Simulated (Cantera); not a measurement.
Input: 1 mol Fe2O3, 0.55 mol SO3, 0.25 mol O2, equilibrated at 0.0110 bar.

These are equilibrium values from Cantera (NASA tables, ideal gas, pure condensed phases), not measurements of a reactor. Candidate condensed phases: Fe, FeO, FeS, FeSO4, FeS2, Fe2O3, Fe2(SO4)3, Fe3O4, S; 12 gas species. Rates play no part.

log p: log10 of the partial pressure in bar; n: condensed amount in mol.

| T (K) | log p O2 | log p SO2 | log p SO3 | log p O | log p SO | log p FeO | n Fe2O3(s) | n Fe2(SO4)3(s) | n Fe3O4(s) |
|---|---|---|---|---|---|---|---|---|---|
| 775 | -1.98 | -4.08 | -3.32 | <-13 | <-13 | <-13 | 0.821 | 0.179 | 0 |
| 875 | -2.33 | -2.42 | -2.60 | -12.85 | <-13 | <-13 | 1.00 | 0 | 0 |
| 975 | -2.29 | -2.30 | -3.06 | -11.29 | (withheld) | <-13 | 1.00 | 0 | 0 |
| 1075 | -2.28 | -2.27 | -3.50 | -10.02 | (withheld) | <-13 | 1.00 | 0 | 0 |
| 1175 | -2.27 | -2.26 | -3.89 | -8.97 | (withheld) | <-13 | 1.00 | 0 | 0 |
| 1275 | -2.27 | -2.25 | -4.23 | -8.09 | (withheld) | <-13 | 1.00 | 0 | 0 |
| 1375 | -2.27 | -2.25 | -4.51 | -7.33 | (withheld) | -12.56 | 1.00 | 0 | 0 |
| 1475 | -2.27 | -2.25 | -4.76 | -6.68 | (withheld) | -10.93 | 1.00 | 0 | 0 |
| 1575 | -2.21 | -2.31 | -5.00 | -6.08 | (withheld) | -9.59 | 0 | 0 | 0.667 |

### Question
Some entries are withheld; supply them.

### Answer

- 975, log p SO: -13.28
- 1075, log p SO: -11.74
- 1175, log p SO: -10.49
- 1275, log p SO: -9.43
- 1375, log p SO: -8.53
- 1475, log p SO: -7.75
- 1575, log p SO: -7.16
